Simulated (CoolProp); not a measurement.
Values from CoolProp's reference Helmholtz-energy equation of state, Lemmon 2005. It is a short technical equation, of lower accuracy than the large ones.

Task: For cis-2-butene, give the phase and the cv (kJ/(kg K)), expansivity (1/kK), fugacity coefficient at 207 K and 18800 kPa.

Result: 
- 207 K and 18800 kPa: liquid; cv 1.35, expansivity 1.31, fugacity coefficient 0.000294
